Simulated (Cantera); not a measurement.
A closed system holds: 1 mol SiO₂, 0.46 mol C, 5.2 mol N₂, at 190000 Pa.

Equilibrium computed with Cantera from the NASA thermochemical tables; the gas is ideal and each condensed phase is pure. Candidate condensed phases: C, Si, SiC, SiO₂, Si₂N₂O, Si₃N₄; 34 gas species. N₂ is the only nitrogen source here; it is nearly inert below about 1500 K, so the nitride shown seldom forms there in practice. Mutual solubility and eutectic melting of coexisting phases are not modelled. The tables hold silica as quartz up to 1696 K and as liquid above; real silica turns to tridymite and cristobalite and melts near 1996 K. Kinetics and transport are ignored.

Task: Which condensed phases are stable at each of these points (T (K)): 1398, 1448, 1498, 1548, 1598, 1648, 1698, 1748, 1798?

Result: 
```tsv
T (K)	condensed phases	Si condensed (%)
1398	SiO₂(β-quartz) + Si₂N₂O(s)	100.0
1448	SiO₂(β-quartz) + Si₂N₂O(s)	100.0
1498	SiO₂(β-quartz) + Si₂N₂O(s)	100.0
1548	SiO₂(β-quartz) + Si₂N₂O(s)	100.0
1598	SiO₂(β-quartz) + Si₂N₂O(s)	100.0
1648	SiO₂(β-quartz) + Si₂N₂O(s)	100.0
1698	SiO₂(condensed) + Si₂N₂O(s)	99.9
1748	SiO₂(condensed) + Si₂N₂O(s)	99.8
1798	SiO₂(condensed) + Si₂N₂O(s)	99.6
```

From 1398 K to 1648 K the condensed part is SiO₂(β-quartz) + Si₂N₂O(s). From 1698 K to 1798 K the condensed part is SiO₂(condensed) + Si₂N₂O(s).
